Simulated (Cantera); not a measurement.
A Cantera script and what it prints.

```python
import numpy as np
import cantera as ct

gas_names = """
    H HO2 H2 H2O H2O2 O OH O2 O3 Ta TaO TaO2
""".split()
cond_names = """
    H2O(s) H2O(L) Ta(cr) Ta(L) Ta2O5(s) Ta2O5(L)
""".split()


# ... load() reads the species with a 1 bar reference pressure and builds the phases ...
atoms = {
    'Ta2O5': {'Ta': 2, 'O': 5},
    'H2': {'H': 2},
}
top_T = {}  # K; cautious upper limits of use, not melting points


# ... equilibrate(T, P, feed) seeds the gas with the atoms and calls Mixture.equilibrate('TP', solver="vcs", rtol=1e-11, max_steps=5000) ...
results = []
P = 28  # Pa
for T in [873, 973, 1073, 1173, 1273, 1373, 1473, 1573, 1673, 1773, 1873, 1973, 2073]:
    for m in [0.55, 0.82, 1.2, 1.8, 2.7, 4.1, 6.1, 9, 13, 20]:
        feed = {'Ta2O5': 1, 'H2': m}  # mol
        mix = equilibrate(T, P, feed)
        results.append((T, P, feed, dict(zip(mix.species_names, mix.species_moles))))

for T, P, feed, n in results:
    print(f"{T:7g} {feed['H2']:10.4g}  " + (" + ".join(c for c in cond_names if n.get(c, 0) > 1e-12) or "gas only"))
```

Output:

```
    873       0.55  Ta(cr) + Ta2O5(s)
    873       0.82  Ta(cr) + Ta2O5(s)
    873        1.2  Ta(cr) + Ta2O5(s)
    873        1.8  Ta(cr) + Ta2O5(s)
    873        2.7  Ta(cr) + Ta2O5(s)
    873        4.1  Ta(cr) + Ta2O5(s)
    873        6.1  Ta(cr) + Ta2O5(s)
    873          9  Ta(cr) + Ta2O5(s)
    873         13  Ta(cr) + Ta2O5(s)
    873         20  Ta(cr) + Ta2O5(s)
    973       0.55  Ta(cr) + Ta2O5(s)
    973       0.82  Ta(cr) + Ta2O5(s)
    973        1.2  Ta(cr) + Ta2O5(s)
    973        1.8  Ta(cr) + Ta2O5(s)
    973        2.7  Ta(cr) + Ta2O5(s)
    973        4.1  Ta(cr) + Ta2O5(s)
    973        6.1  Ta(cr) + Ta2O5(s)
    973          9  Ta(cr) + Ta2O5(s)
    973         13  Ta(cr) + Ta2O5(s)
    973         20  Ta(cr) + Ta2O5(s)
   1073       0.55  Ta(cr) + Ta2O5(s)
   1073       0.82  Ta(cr) + Ta2O5(s)
   1073        1.2  Ta(cr) + Ta2O5(s)
   1073        1.8  Ta(cr) + Ta2O5(s)
   1073        2.7  Ta(cr) + Ta2O5(s)
   1073        4.1  Ta(cr) + Ta2O5(s)
   1073        6.1  Ta(cr) + Ta2O5(s)
   1073          9  Ta(cr) + Ta2O5(s)
   1073         13  Ta(cr) + Ta2O5(s)
   1073         20  Ta(cr) + Ta2O5(s)
   1173       0.55  Ta(cr) + Ta2O5(s)
   1173       0.82  Ta(cr) + Ta2O5(s)
   1173        1.2  Ta(cr) + Ta2O5(s)
   1173        1.8  Ta(cr) + Ta2O5(s)
   1173        2.7  Ta(cr) + Ta2O5(s)
   1173        4.1  Ta(cr) + Ta2O5(s)
   1173        6.1  Ta(cr) + Ta2O5(s)
   1173          9  Ta(cr) + Ta2O5(s)
   1173         13  Ta(cr) + Ta2O5(s)
   1173         20  Ta(cr) + Ta2O5(s)
   1273       0.55  Ta(cr) + Ta2O5(s)
   1273       0.82  Ta(cr) + Ta2O5(s)
   1273        1.2  Ta(cr) + Ta2O5(s)
   1273        1.8  Ta(cr) + Ta2O5(s)
   1273        2.7  Ta(cr) + Ta2O5(s)
   1273        4.1  Ta(cr) + Ta2O5(s)
   1273        6.1  Ta(cr) + Ta2O5(s)
   1273          9  Ta(cr) + Ta2O5(s)
   1273         13  Ta(cr) + Ta2O5(s)
   1273         20  Ta(cr) + Ta2O5(s)
   1373       0.55  Ta(cr) + Ta2O5(s)
   1373       0.82  Ta(cr) + Ta2O5(s)
   1373        1.2  Ta(cr) + Ta2O5(s)
   1373        1.8  Ta(cr) + Ta2O5(s)
   1373        2.7  Ta(cr) + Ta2O5(s)
   1373        4.1  Ta(cr) + Ta2O5(s)
   1373        6.1  Ta(cr) + Ta2O5(s)
   1373          9  Ta(cr) + Ta2O5(s)
   1373         13  Ta(cr) + Ta2O5(s)
   1373         20  Ta(cr) + Ta2O5(s)
   1473       0.55  Ta(cr) + Ta2O5(s)
   1473       0.82  Ta(cr) + Ta2O5(s)
   1473        1.2  Ta(cr) + Ta2O5(s)
   1473        1.8  Ta(cr) + Ta2O5(s)
   1473        2.7  Ta(cr) + Ta2O5(s)
   1473        4.1  Ta(cr) + Ta2O5(s)
   1473        6.1  Ta(cr) + Ta2O5(s)
   1473          9  Ta(cr) + Ta2O5(s)
   1473         13  Ta(cr) + Ta2O5(s)
   1473         20  Ta(cr) + Ta2O5(s)
   1573       0.55  Ta(cr) + Ta2O5(s)
   1573       0.82  Ta(cr) + Ta2O5(s)
   1573        1.2  Ta(cr) + Ta2O5(s)
   1573        1.8  Ta(cr) + Ta2O5(s)
   1573        2.7  Ta(cr) + Ta2O5(s)
   1573        4.1  Ta(cr) + Ta2O5(s)
   1573        6.1  Ta(cr) + Ta2O5(s)
   1573          9  Ta(cr) + Ta2O5(s)
   1573         13  Ta(cr) + Ta2O5(s)
   1573         20  Ta(cr) + Ta2O5(s)
   1673       0.55  Ta(cr) + Ta2O5(s)
   1673       0.82  Ta(cr) + Ta2O5(s)
   1673        1.2  Ta(cr) + Ta2O5(s)
   1673        1.8  Ta(cr) + Ta2O5(s)
   1673        2.7  Ta(cr) + Ta2O5(s)
   1673        4.1  Ta(cr) + Ta2O5(s)
   1673        6.1  Ta(cr) + Ta2O5(s)
   1673          9  Ta(cr) + Ta2O5(s)
   1673         13  Ta(cr) + Ta2O5(s)
   1673         20  Ta(cr) + Ta2O5(s)
   1773       0.55  Ta(cr) + Ta2O5(s)
   1773       0.82  Ta(cr) + Ta2O5(s)
   1773        1.2  Ta(cr) + Ta2O5(s)
   1773        1.8  Ta(cr) + Ta2O5(s)
   1773        2.7  Ta(cr) + Ta2O5(s)
   1773        4.1  Ta(cr) + Ta2O5(s)
   1773        6.1  Ta(cr) + Ta2O5(s)
   1773          9  Ta(cr) + Ta2O5(s)
   1773         13  Ta(cr) + Ta2O5(s)
   1773         20  Ta(cr) + Ta2O5(s)
   1873       0.55  Ta(cr) + Ta2O5(s)
   1873       0.82  Ta(cr) + Ta2O5(s)
   1873        1.2  Ta(cr) + Ta2O5(s)
   1873        1.8  Ta(cr) + Ta2O5(s)
   1873        2.7  Ta(cr) + Ta2O5(s)
   1873        4.1  Ta(cr) + Ta2O5(s)
   1873        6.1  Ta(cr) + Ta2O5(s)
   1873          9  Ta(cr) + Ta2O5(s)
   1873         13  Ta(cr) + Ta2O5(s)
   1873         20  Ta(cr) + Ta2O5(s)
   1973       0.55  Ta2O5(s)
   1973       0.82  Ta2O5(s)
   1973        1.2  Ta2O5(s)
   1973        1.8  Ta2O5(s)
   1973        2.7  Ta2O5(s)
   1973        4.1  Ta2O5(s)
   1973        6.1  Ta2O5(s)
   1973          9  Ta2O5(s)
   1973         13  Ta2O5(s)
   1973         20  Ta2O5(s)
   2073       0.55  Ta2O5(L)
   2073       0.82  Ta2O5(L)
   2073        1.2  Ta2O5(L)
   2073        1.8  Ta2O5(L)
   2073        2.7  Ta2O5(L)
   2073        4.1  Ta2O5(L)
   2073        6.1  Ta2O5(L)
   2073          9  Ta2O5(L)
   2073         13  Ta2O5(L)
   2073         20  Ta2O5(L)
```

Cantera equilibrium calculation (NASA polynomials, part measured and part estimated; ideal gas, pure solids and liquids). Mutual solubility and eutectic melting of coexisting phases are not modelled. Condensed phases not in the tables: N, O or C dissolved in the metal.
